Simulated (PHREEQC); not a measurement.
Dissolve 1.1 mol Na2SO4 and 0.011 mol NaHCO3 per kg of water at 25 °C. Closed to the air; pH follows from the charge balance.

Computed with PHREEQC (Pitzer model, pitzer.dat).

This is a speciation only: nothing precipitates in the calculation.

**Question.** Estimate the pH, osmotic coefficient.

**Answer.** pH 7.59; osmotic coefficient 0.638.

**Question.** In which forms is C present?

**Answer.** HCO3- 98 %, CO2 1.2 %, CO3-2 1.2 % of the C.

In brines, pH and single-ion activities rest on the MacInnes convention.
